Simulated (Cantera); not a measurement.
**Equilibrium for titanium nitride, carbide and oxide coatings: Ti(OiPr)4 + H2O + H2**

Charge: 1 mol Ti(OiPr)4, 0.23 mol H2O, 150 mol H2, at 0.00320 bar.

Equilibrium computed with Cantera from the NASA thermochemical tables; the gas is ideal and each condensed phase is pure. Candidate condensed phases: C, C6H6, C7H8, C8H18, H2O, Ti, TiC, TiO, TiO2, Ti2O3, Ti3O5, Ti4O7; 113 gas species. The feed counts by its element totals alone. TiC: taken at fixed stoichiometry. Equilibrium is a limit: real reactors are often held back by kinetics, nucleation or transport.

From 1850 K to 2125 K the condensed part is C(graphite) + TiC(s). The main Ti-bearing gas is Ti throughout.

```tsv
T (K)	log p H2	log p H	log p CO	log p C2H2 (acetylene)	log p C2H	log p Ti	n C(graphite)	n TiC(s)
1850	-2.51	-4.52	-4.10	-6.09	-10.07	-10.48	6.68	1.000
1875	-2.51	-4.44	-4.10	-6.01	-9.86	-10.24	6.67	1.000
1900	-2.51	-4.36	-4.10	-5.93	-9.66	-10.00	6.65	1.000
1925	-2.51	-4.28	-4.10	-5.85	-9.46	-9.77	6.62	1.000
1950	-2.51	-4.20	-4.10	-5.78	-9.26	-9.55	6.59	1.000
1975	-2.52	-4.12	-4.10	-5.70	-9.07	-9.33	6.56	1.000
2000	-2.52	-4.05	-4.10	-5.63	-8.89	-9.12	6.52	1.000
2025	-2.52	-3.98	-4.10	-5.56	-8.71	-8.91	6.48	1.000
2050	-2.52	-3.91	-4.10	-5.50	-8.54	-8.71	6.43	1.000
2075	-2.53	-3.84	-4.10	-5.43	-8.37	-8.51	6.37	1.000
2100	-2.53	-3.77	-4.11	-5.37	-8.20	-8.32	6.31	1.000
2125	-2.53	-3.71	-4.11	-5.31	-8.04	-8.13	6.24	1.000
```
log p: log10 of the partial pressure in bar; n: condensed amount in mol.
